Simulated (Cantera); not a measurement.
# Pyrogenic steam for wet oxidation

An isothermal, constant-pressure homogeneous reactor starts with H₂ : O₂ : N₂ = 1.1 : 1 : 0.68 (molar parts), at 1173 K and 0.720 bar.

Computed with Cantera and GRI-Mech 3.0 (53 species, 325 reactions). The temperature is held fixed by assumption; the heat of reaction is taken as removed at once.

```
t (s)         x H₂   x O₂       x H     x NO    x NO₂     x HO₂  x H₂O
--------  --------  -----  --------  -------  -------  --------  -----
0.000200   0.00504  0.204   3.42e-5  1.70e-6  1.15e-7  0.000137  0.487
0.000385   0.00333  0.203   8.89e-6  1.56e-6  2.59e-7   9.83e-5  0.489
0.000741   0.00231  0.203   3.36e-6  1.37e-6  4.42e-7   7.12e-5  0.490
0.00143    0.00148  0.202   1.50e-6  1.21e-6  6.09e-7   4.95e-5  0.491
0.00275   0.000814  0.202   5.79e-7  1.05e-6  7.65e-7   3.03e-5  0.492
0.00529   0.000379  0.202   1.79e-7  9.07e-7  9.10e-7   1.56e-5  0.493
0.0102    0.000147  0.202   4.62e-8  8.23e-7  9.95e-7   6.57e-6  0.493
0.0196     4.32e-5  0.202   9.86e-9  8.69e-7  9.48e-7   2.08e-6  0.493
0.0378     7.33e-6  0.202   1.39e-9  1.12e-6  7.00e-7   3.89e-7  0.493
0.0728     4.24e-7  0.202  8.60e-11  1.49e-6  3.22e-7   4.64e-8  0.493
0.140      1.29e-8  0.202  1.48e-11  1.73e-6  8.46e-8   2.11e-8  0.493
0.270      9.35e-9  0.202  1.35e-11  1.79e-6  3.11e-8   1.97e-8  0.493
0.519      9.32e-9  0.202  1.35e-11  1.79e-6  2.86e-8   1.96e-8  0.493
1.00       9.32e-9  0.202  1.35e-11  1.79e-6  2.86e-8   1.96e-8  0.493
```
x: mole fraction; the columns are a selection and need not sum to one.

Equilibrium at this temperature and pressure: H₂ 9.32e-9, O₂ 0.202, H 1.35e-11, NO 9.71e-5, NO₂ 1.55e-6, HO₂ 1.96e-8, H₂O 0.493 (gas phase only).
